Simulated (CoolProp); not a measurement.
A single-stage vapour-compression cycle with R1336mzz(E): evaporating at 261.15 K (dew point), condensing at 304.15 K (bubble point), superheat 5 K, subcooling 5 K, compressor efficiency 0.6, no pressure losses. Each further row changes one setting.

Model: reference Helmholtz-energy equation of state, Akasaka 2023, in CoolProp.

| case | cooling COP | pressure ratio | discharge temperature (K) | refrigerating effect (kJ/kg) | volumetric capacity (kJ/m³) |
|---|---|---|---|---|---|
| as stated | 3.08 | 5.67 | 318.7 | 121 | 385 |
| evaporating temperature 266.15 K | 3.65 | 4.47 | 317.0 | 124 | (withheld) |
| condensing temperature 299.15 K | (withheld) | 4.78 | 313.3 | 127 | 404 |
| subcooling 10 K | 3.23 | 5.67 | 318.7 | 127 | 404 |
| superheat 15 K | 3.14 | 5.67 | 329.7 | (withheld) | (withheld) |
| compressor efficiency 0.5 | 2.56 | 5.67 | 327.7 | 121 | 385 |

### Question
Complete the blanks.

### Answer

- evaporating temperature 266.15 K, volumetric capacity (kJ/m³): 496
- condensing temperature 299.15 K, cooling COP: 3.59
- superheat 15 K, refrigerating effect (kJ/kg): 129
- superheat 15 K, volumetric capacity (kJ/m³): 394
